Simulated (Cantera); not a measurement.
Charge: 1 mol c-C4F8, 4.1 mol H2, at 26000 Pa.

Method: chemical equilibrium by Gibbs-energy minimisation in Cantera with the NASA 1993 tables (ideal gas, pure condensed phases). Candidate condensed phases: C, C6H6, C7H8, C8H18; 95 gas species. The feed counts by its element totals alone. Rates play no part.

x: gas mole fraction; n: condensed amount in mol.

```tsv
T (°C)	x HF	x H	x F	x H2	x CF	n C(graphite)
2527	0.968	0.0148	0.00707	0.00851	[?]	3.98
2577	0.963	0.0175	0.00932	0.00839	[?]	3.98
2627	0.956	0.0206	0.0121	0.00836	[?]	3.97
2677	0.948	0.0243	0.0155	0.00840	[?]	3.95
2727	0.938	0.0286	0.0195	0.00851	[?]	3.93
2777	0.926	0.0336	0.0242	0.00868	[?]	3.89
2827	0.911	0.0393	0.0297	0.00890	[?]	3.83
2877	0.893	0.0460	0.0360	0.00916	[?]	3.75
```

Question: Fill in the missing entries.

Answer: 
- 2527, x CF: 0.000523
- 2577, x CF: 0.000776
- 2627, x CF: 0.00113
- 2677, x CF: 0.00161
- 2727, x CF: 0.00226
- 2777, x CF: 0.00310
- 2827, x CF: 0.00420
- 2877, x CF: 0.00559
